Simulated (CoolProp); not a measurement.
100 sccm (0 °C, 1 atm) of nitrogen bubbles through liquid dimethyl carbonate at 297.8 K and leaves saturated at a total pressure of 0.15 MPa (ideal gas phase). Each further row changes one setting.

Values from CoolProp's reference Helmholtz-energy equation of state, Zhou 2011.

| case | vapour pressure (kPa) | mole fraction of vapour | delivery (mg/min) | delivery (sccm) | change of delivery for a bath 1 K warmer (%) |
|---|---|---|---|---|---|
| as stated | 7.14 | 0.0476 | 20.1 | ? | 5.5 |
| bath temperature 302.8 K | ? | ? | ? | ? | 5.4 |
| total pressure 0.3 MPa | 7.14 | ? | 9.79 | 2.44 | 5.4 |

Problem. Complete the blanks.

Solution. 
- as stated, delivery (sccm): 4.99
- bath temperature 302.8 K, vapour pressure (kPa): 9.18
- bath temperature 302.8 K, mole fraction of vapour: 0.0612
- bath temperature 302.8 K, delivery (mg/min): 26.2
- bath temperature 302.8 K, delivery (sccm): 6.52
- total pressure 0.3 MPa, mole fraction of vapour: 0.0238
